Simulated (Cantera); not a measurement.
A jet of 1.55 % CH4, 11.1 % O2, 87.4 % N2 at 300 K and 0.0410 bar hits a platinum plate 7 cm away at a mass flux of 0.098 kg/m²/s; the plate temperature is set and raised in steps from an oxygen-covered start.

Cantera simulation using Deutschmann's 1995 Pt surface mechanism with GRI-Mech 3.0 gas chemistry; the numbers are that mechanism's predictions, not measurements. Catalytic surfaces can have several steady states; this one follows from the mechanism file's or the stated starting coverage.

x: mole fraction at the wall; θ: surface coverage.

```json
[
 {"plate T (K)": "850", "wall x CH4": "0.0133", "wall x O2": "0.106", "wall x H2O": "0.00412", "wall x OH": "<1e-8", "wall x CO": "___", "wall x CO2": "0.00268", "θ free Pt": "0.175", "θ O*": "0.824"},
 {"plate T (K)": "900", "wall x CH4": "0.0115", "wall x O2": "0.102", "wall x H2O": "0.00738", "wall x OH": "2.32e-8", "wall x CO": "___", "wall x CO2": "0.00481", "θ free Pt": "0.244", "θ O*": "0.756"},
 {"plate T (K)": "950", "wall x CH4": "0.00965", "wall x O2": "0.0982", "wall x H2O": "0.0109", "wall x OH": "7.74e-8", "wall x CO": "___", "wall x CO2": "0.00709", "θ free Pt": "0.316", "θ O*": "0.683"},
 {"plate T (K)": "1000", "wall x CH4": "0.00794", "wall x O2": "0.0946", "wall x H2O": "0.0140", "wall x OH": "2.17e-7", "wall x CO": "___", "wall x CO2": "0.00916", "θ free Pt": "0.390", "θ O*": "0.610"},
 {"plate T (K)": "1050", "wall x CH4": "0.00655", "wall x O2": "0.0917", "wall x H2O": "0.0166", "wall x OH": "5.38e-7", "wall x CO": "___", "wall x CO2": "0.0108", "θ free Pt": "0.462", "θ O*": "0.538"}
]
```

Task: Some entries are withheld; supply them.

Result: 
- 850, wall x CO: 3.93e-6
- 900, wall x CO: 4.89e-6
- 950, wall x CO: 5.68e-6
- 1000, wall x CO: 6.37e-6
- 1050, wall x CO: 7.06e-6
